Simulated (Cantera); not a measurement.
**Equilibrium for nitride etching: BN + H2 + N2**

Charge: 1 mol BN, 17 mol H2, a varied amount of N2, equilibrated at 90.0 Pa.

Method: chemical equilibrium by Gibbs-energy minimisation in Cantera with the NASA 1993 tables (ideal gas, pure condensed phases). Candidate condensed phases: B, BN; 15 gas species. Mutual solubility and eutectic melting of coexisting phases are not modelled. The numbers say what is thermodynamically allowed, not how fast it happens.

Stable condensed phases:

```
T in K \ n(N2) in mol
         0.87  1.5  2.5  4.3  7.3   12   21   36   61
   2050     A    A    A    A    B    B    B    B    B
   1950     C    B    B    B    B    B    B    B    B
   1850     B    B    B    B    B    B    B    B    B
   1750     B    B    B    B    B    B    B    B    B
   1650     B    B    B    B    B    B    B    B    B
   1550     B    B    B    B    B    B    B    B    B
   1450     B    B    B    B    B    B    B    B    B
   1350     B    B    B    B    B    B    B    B    B
   1250     B    B    B    B    B    B    B    B    B
   1150     B    B    B    B    B    B    B    B    B
   1050     B    B    B    B    B    B    B    B    B
    950     B    B    B    B    B    B    B    B    B
```

A: B; B: BN; C: B + BN.
